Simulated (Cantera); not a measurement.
An isothermal, constant-pressure homogeneous reactor starts with 80.0 % NH3, 20.0 % N2, at 1925 K and 1.18 atm.

Model: the gas-phase N/H chemistry of the illustrative SiF4/NH3 mechanism in the Surface Chemkin manual (1991), integrated in Cantera. Walls and surfaces, which speed up NH3 decomposition in real reactors, are not modelled.

One state of this run: x NH3 = 3.22e-5; x N2H4 = <1e-12; x N = 5.77e-10; x N2 = 0.333; x H = 0.000717. x: mole fraction; the columns are a selection and need not sum to one.

Question: Which value of t (s) does it belong to?
(A) 0.0138
(B) 0.0940
(C) 11.3
(D) 76.7

Answer: D, 76.7
